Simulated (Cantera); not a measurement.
An isothermal, constant-pressure homogeneous reactor starts with C₂H₆ : N₂ = 1 : 5.8 (molar parts), at 1300 K and 760 Torr. Integrator tolerance rtol = 1e-08.

Detailed kinetics in Cantera: GRI-Mech 3.0 (53 species, 325 reactions). GRI-Mech 3.0 stops at C3 and has no aromatics, soot or wall deposition, so with more carbon than oxygen in the feed, carbon stays in small species such as C2H2 where larger ones or solid carbon would form.

What does this change do: pressure from 760 Torr to 143 Torr?


```
quantity                                             before                                      after
----------------  -----------------------------------------  -----------------------------------------
x(C₂H₆) at 200 s    9.86e-5 (gas-phase equilibrium 7.54e-5)    1.36e-5 (gas-phase equilibrium 9.31e-6)
x(C₂H₂) at 200 s      0.0636 (gas-phase equilibrium 0.0385)      0.0919 (gas-phase equilibrium 0.0566)
x(CH₃) at 200 s     5.84e-6 (gas-phase equilibrium 5.11e-6)    4.82e-6 (gas-phase equilibrium 4.14e-6)
x(C₂H₄) at 200 s      0.0188 (gas-phase equilibrium 0.0128)    0.00862 (gas-phase equilibrium 0.00546)
x(CH₂) at 200 s   1.23e-11 (gas-phase equilibrium 1.02e-11)  1.98e-11 (gas-phase equilibrium 1.53e-11)
x(CH₄) at 200 s       0.0862 (gas-phase equilibrium 0.0799)      0.0365 (gas-phase equilibrium 0.0349)
x(H₂) at 200 s          0.103 (gas-phase equilibrium 0.116)        0.174 (gas-phase equilibrium 0.179)
```

What does this change do: N2 5.8 to 12 parts?


```
quantity                                             before                                      after
----------------  -----------------------------------------  -----------------------------------------
x(C₂H₆) at 200 s    9.86e-5 (gas-phase equilibrium 7.54e-5)    3.08e-5 (gas-phase equilibrium 2.03e-5)
x(C₂H₂) at 200 s      0.0636 (gas-phase equilibrium 0.0385)      0.0414 (gas-phase equilibrium 0.0208)
x(CH₃) at 200 s     5.84e-6 (gas-phase equilibrium 5.11e-6)    3.26e-6 (gas-phase equilibrium 2.65e-6)
x(C₂H₄) at 200 s      0.0188 (gas-phase equilibrium 0.0128)    0.00850 (gas-phase equilibrium 0.00488)
x(CH₂) at 200 s   1.23e-11 (gas-phase equilibrium 1.02e-11)  8.31e-12 (gas-phase equilibrium 6.28e-12)
x(CH₄) at 200 s       0.0862 (gas-phase equilibrium 0.0799)      0.0399 (gas-phase equilibrium 0.0348)
x(H₂) at 200 s          0.103 (gas-phase equilibrium 0.116)      0.0714 (gas-phase equilibrium 0.0815)
```
